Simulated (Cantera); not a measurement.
Feed: 1 mol SiC, 0.32 mol H2O, 35 mol N2, 0.015 mol N2O, equilibrated at 0.240 Pa.

Equilibrium computed with Cantera from the NASA thermochemical tables; the gas is ideal and each condensed phase is pure. Candidate condensed phases: C, C6H6, C7H8, C8H18, H2O, Si, SiC, SiO2, Si2N2O, Si3N4; 151 gas species. Mutual solubility and eutectic melting of coexisting phases are not modelled. Rates play no part.

Problem. Which condensed phases are stable at each of these points (T (K)): 923, 973, 1023, 1073, 1123, 1173, 1223, 1273, 1323, 1373, 1423, 1473, 1523?

Solution. 
| T (K) | condensed phases | Si condensed (%) |
|---|---|---|
| 923 | C(graphite) + Si2N2O(s) + Si3N4(s) | 100.0 |
| 973 | C(graphite) + Si2N2O(s) + Si3N4(s) | 100.0 |
| 1023 | C(graphite) + SiC(s) + Si2N2O(s) | 100.0 |
| 1073 | C(graphite) + SiC(s) + Si2N2O(s) | 100.0 |
| 1123 | C(graphite) + SiC(s) + Si2N2O(s) | 100.0 |
| 1173 | SiC(s) + Si2N2O(s) | 99.9 |
| 1223 | SiC(s) + Si2N2O(s) | 99.5 |
| 1273 | SiC(s) + Si2N2O(s) | 95.8 |
| 1323 | SiC(s) | 83.2 |
| 1373 | SiC(s) | 83.2 |
| 1423 | SiC(s) | 83.1 |
| 1473 | SiC(s) | 82.6 |
| 1523 | SiC(s) | 81.2 |

From 923 K to 973 K the condensed part is C(graphite) + Si2N2O(s) + Si3N4(s). From 1023 K to 1123 K the condensed part is C(graphite) + SiC(s) + Si2N2O(s). From 1173 K to 1273 K the condensed part is SiC(s) + Si2N2O(s). From 1323 K to 1523 K the condensed part is SiC(s).
